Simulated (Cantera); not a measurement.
Input: 1 mol SiH4, 0.6 mol N2, held at 13.0 Pa.

Cantera equilibrium calculation (NASA polynomials, part measured and part estimated; ideal gas, pure solids and liquids). Candidate condensed phases: Si, Si3N4; 18 gas species. N2 is the only nitrogen source here; it is nearly inert below about 1500 K, so the nitride shown seldom forms there in practice. Mutual solubility and eutectic melting of coexisting phases are not modelled. Kinetics and transport are ignored.

### Question
Which condensed phases are stable at each of these points (T (K)): 850, 900, 950, 1000, 1050, 1100, 1150, 1200, 1250, 1300, 1350, 1400, 1450, 1500?

### Answer
```json
[
 {"T (K)": "850", "condensed phases": "Si(s) + Si3N4(s)", "Si condensed (%)": "100.0"},
 {"T (K)": "900", "condensed phases": "Si(s) + Si3N4(s)", "Si condensed (%)": "100.0"},
 {"T (K)": "950", "condensed phases": "Si(s) + Si3N4(s)", "Si condensed (%)": "100.0"},
 {"T (K)": "1000", "condensed phases": "Si(s) + Si3N4(s)", "Si condensed (%)": "100.0"},
 {"T (K)": "1050", "condensed phases": "Si(s) + Si3N4(s)", "Si condensed (%)": "100.0"},
 {"T (K)": "1100", "condensed phases": "Si(s) + Si3N4(s)", "Si condensed (%)": "100.0"},
 {"T (K)": "1150", "condensed phases": "Si(s) + Si3N4(s)", "Si condensed (%)": "100.0"},
 {"T (K)": "1200", "condensed phases": "Si(s) + Si3N4(s)", "Si condensed (%)": "100.0"},
 {"T (K)": "1250", "condensed phases": "Si(s) + Si3N4(s)", "Si condensed (%)": "100.0"},
 {"T (K)": "1300", "condensed phases": "Si(s) + Si3N4(s)", "Si condensed (%)": "100.0"},
 {"T (K)": "1350", "condensed phases": "Si(s) + Si3N4(s)", "Si condensed (%)": "100.0"},
 {"T (K)": "1400", "condensed phases": "Si(s) + Si3N4(s)", "Si condensed (%)": "100.0"},
 {"T (K)": "1450", "condensed phases": "Si(s) + Si3N4(s)", "Si condensed (%)": "100.0"},
 {"T (K)": "1500", "condensed phases": "Si(s)", "Si condensed (%)": "100.0"}
]
```

From 850 K to 1450 K the condensed part is Si(s) + Si3N4(s). At 1500 K the condensed part is Si(s).
